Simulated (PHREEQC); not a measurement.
# Brine: an equilibrium model

A solution holds 0.74 mol Na2SO4, 0.0098 mol H3BO3 and 0.25 mol LiCl per kg of water, at 32 °C. Closed to the air; pH follows from the charge balance.

The numbers come from PHREEQC with the Pitzer model, pitzer.dat.

```yaml
pH: 5.92
ionic_strength: 2.47 mol/kgw
activity_of_water: 0.965
density: 1.086 g/cm³
osmotic_coefficient: 0.734
```

| species | molality | activity | log γ |
|---|---|---|---|
| Na+ | 1.48 | 0.765 | -0.286 |
| SO4-2 | 0.740 | 0.0336 | -1.343 |
| Cl- | 0.250 | 0.144 | -0.240 |
| Li+ | 0.250 | 0.166 | -0.178 |
| B(OH)3 | 0.00979 | 0.00830 | -0.071 |
| B(OH)4- | 1.25e-5 | 3.82e-6 | -0.515 |
| HSO4- | 1.01e-5 | 4.71e-6 | -0.332 |
| H+ | 2.50e-6 | 1.21e-6 | -0.316 |
| B3O3(OH)4- | 6.75e-8 | 1.51e-8 | -0.650 |
| OH- | 2.76e-8 | 1.35e-8 | -0.310 |

No solid was allowed to form. Species that the database lacks are ignored. In brines, pH and single-ion activities rest on the MacInnes convention.
